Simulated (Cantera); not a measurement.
A perfectly stirred reactor is fed with 11.3 % H2, 8.35 % O2, 80.1 % N2, 0.252 % NO, at 10.0 bar; it is adiabatic with a 575 K inlet, and is followed from long to short residence time, starting on the burning branch (τ in s: 0.21, 0.1, 0.049, 0.024, 0.012, 0.0057, 0.0028, 0.0013, 0.00066, 0.00032, 0.00016, 7.6e-05).

Model: GRI-Mech 3.0 (53 species, 325 reactions), integrated in Cantera. The hydrogen kinetics of GRI-Mech 3.0 are dated; newer H2 mechanisms differ, most at raised pressure. The mechanism lacks 2 NO + O2 → 2 NO2 and HONO, so NO2 and the effect of NO are under-described below about 1400 K.

Problem. Predict: blow-out, bracketed by the residence times tried; x(H2) at τ = 0.210 s; x(O2) at τ = 0.210 s; x(NO) at τ = 0.210 s; x(H2O2) at τ = 0.210 s; x(H) at τ = 0.210 s; x(H2) at τ = 2.80 ms; x(O2) at τ = 2.80 ms; x(NO) at τ = 2.80 ms; x(H2O2) at τ = 2.80 ms; x(H) at τ = 2.80 ms.

Solution. 
| Item | Result |
|---|---|
| blow-out, bracketed by the residence times tried | burning at 0.320 ms, out at 0.160 ms |
| x(H2) at τ = 0.210 s | 4.79e-5 |
| x(O2) at τ = 0.210 s | 0.0287 |
| x(NO) at τ = 0.210 s | 0.00256 |
| x(H2O2) at τ = 0.210 s | 6.60e-8 |
| x(H) at τ = 0.210 s | 1.67e-7 |
| x(H2) at τ = 2.80 ms | 0.00101 |
| x(O2) at τ = 2.80 ms | 0.0292 |
| x(NO) at τ = 2.80 ms | 0.00242 |
| x(H2O2) at τ = 2.80 ms | 7.29e-7 |
| x(H) at τ = 2.80 ms | 1.15e-5 |
